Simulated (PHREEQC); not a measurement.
A solution holds 0.007 mol/kgw NaHSO4, 0.015 mol/kgw Na2SO4 and 0.17 mol/kgw NaCl, at 4.9 °C. Closed to the air; pH follows from the charge balance.

Equilibrium calculation in PHREEQC: ion-association model, phreeqc.dat.

```yaml
pH: 2.38
ionic_strength: 0.224 mol/kgw
activity_of_water: 0.993
specific_conductance: 12500 µS/cm
density: 1.010 g/cm³
total_alkalinity: -7.00 meq/kg
```

| species | molality | activity | log γ |
|---|---|---|---|
| Na+ | 0.203 | 0.152 | -0.125 |
| Cl- | 0.170 | 0.121 | -0.146 |
| SO4-2 | 0.0161 | 0.00467 | -0.538 |
| H+ | 0.00528 | 0.00422 | -0.098 |
| NaSO4- | 0.00417 | 0.00311 | -0.128 |
| HSO4- | 0.00172 | 0.00128 | -0.126 |

Precipitation was switched off in this run. Constants without temperature data keep their 25 °C values here.
